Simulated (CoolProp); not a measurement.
Aqueous calcium chloride as a coolant, at 37 °C, 1 atm.

Values from CoolProp's Melinder's fits for secondary coolants.

```tsv
mass %	freezing point (°C)	viscosity (mPa s)	Prandtl number	density (kg/m³)	cp (kJ/(kg K))
1.1	-0.5	0.719	4.74	1002	4.117
3.5	-1.6	0.770	4.94	1021	3.990
6	-2.9	0.820	5.11	1043	3.859
8.4	-4.5	0.872	5.28	1065	3.730
10.9	-6.7	0.937	5.50	1089	3.596
13.3	-9.1	1.01	5.77	1111	3.469
15.7	-11.9	1.11	6.14	1133	3.346
18.2	-15.4	1.24	6.65	1156	3.226
20.6	-19.3	1.40	7.30	1178	3.122
23.1	-24.3	1.60	8.16	1201	3.027
25.5	-30.5	1.85	9.22	1224	2.948
28	-39.0	2.16	10.6	1250	2.874
```
